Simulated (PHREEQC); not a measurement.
PHREEQC input (ion-association model, phreeqc.dat):

```
SOLUTION 0
  temp 25
  units mmol/kgw
  pH 7 charge
  Cl 71.61
  Cu(2) 0.8
  Zn 35
  O(0) 1 O2(g) -0.68
SOLUTION 1-30
  temp 25
  units mmol/kgw
  pH 7 charge
  S(6) 30
  Mg 30
  Cl 0.01
  O(0) 1 O2(g) -0.68
END
EXCHANGE 1-30
  X 0.11
  -equilibrate 1
END
SELECTED_OUTPUT 1
  -reset false
  -pH true
  -pe true
  -ionic_strength true
  -water true
  -step true
  -totals Cl Cu Mg S Zn Cu(1) Cu(2) S(-2) S(6)
  -molalities CuX2 ZnX2 MgX2
  -saturation_indices Zn(OH)2(e)
PRINT
  -reset false
TRANSPORT
  -cells 30
  -shifts 180
  -lengths 0.0333333
  -time_step 720
  -dispersivities 0.08
  -boundary_conditions flux flux
  -correct_disp true
  -punch_cells 30
  -punch_frequency 6
END
```

Selected output (columns that matter, 16 of 31 rows; pore volumes added in front):

```
pore volumes	pH	mu	Cl	Cu	Mg	S	Zn	m_CuX2	m_ZnX2	m_MgX2	si_Zn(OH)2(e)
0	5.3142	0.068755	1e-05	0	0.03	0.03	0	0	0	0.055	-1000
0.4167	5.3105	0.069069	0.0011244	1.3273e-10	0.03009	0.029533	5.9272e-11	2.5691e-10	1.6614e-10	0.055	-11.733
0.8167	5.2253	0.079038	0.026446	2.1243e-06	0.032133	0.018923	5.9492e-06	3.6945e-06	1.5734e-05	0.054981	-6.8234
1.2167	5.1325	0.095232	0.054263	5.4948e-05	0.033915	0.0072683	0.00042495	8.4071e-05	0.0010229	0.053893	-5.0963
1.6167	5.0755	0.10313	0.066285	0.00022552	0.031888	0.002231	0.0032554	0.00031516	0.0072168	0.047468	-4.3091
2.0167	5.029	0.10497	0.070125	0.00044822	0.025587	0.00062215	0.0096446	0.00056995	0.019493	0.034937	-3.9245
2.4167	4.9932	0.10462	0.071214	0.00062645	0.017639	0.00016593	0.017502	0.00072633	0.032268	0.022005	-3.7345
2.8167	4.9701	0.10389	0.071507	0.0007302	0.0109	4.3292e-05	0.024161	0.00078924	0.04153	0.012681	-3.639
3.2167	4.9567	0.10331	0.071583	0.0007789	0.0063135	1.1169e-05	0.028705	0.00080488	0.047173	0.0070217	-3.5898
3.6167	4.9494	0.10295	0.071603	0.00079807	0.0035322	2.8647e-06	0.031469	0.00080327	0.050371	0.003826	-3.564
4.0167	4.9455	0.10273	0.071608	0.00080401	0.001941	7.3251e-07	0.033055	0.00079735	0.052131	0.0020714	-3.5501
4.4167	4.9434	0.10261	0.07161	0.00080479	0.0010567	1.8699e-07	0.033939	0.00079165	0.05309	0.0011185	-3.5427
4.8167	4.9423	0.10255	0.07161	0.00080395	0.00057244	4.7694e-08	0.034424	0.00078731	0.053609	0.00060321	-3.5386
5.2167	4.9417	0.10251	0.07161	0.00080284	0.0003093	1.2159e-08	0.034688	0.00078433	0.053891	0.00032513	-3.5364
5.6167	4.9414	0.1025	0.07161	0.0008019	0.00016687	3.099e-09	0.034831	0.00078239	0.054042	0.00017519	-3.5352
6.0167	4.9412	0.10249	0.07161	0.00080122	8.9959e-05	7.8975e-10	0.034909	0.00078117	0.054124	9.4373e-05	-3.5346
```

Complexes and solids missing from the database can't appear.
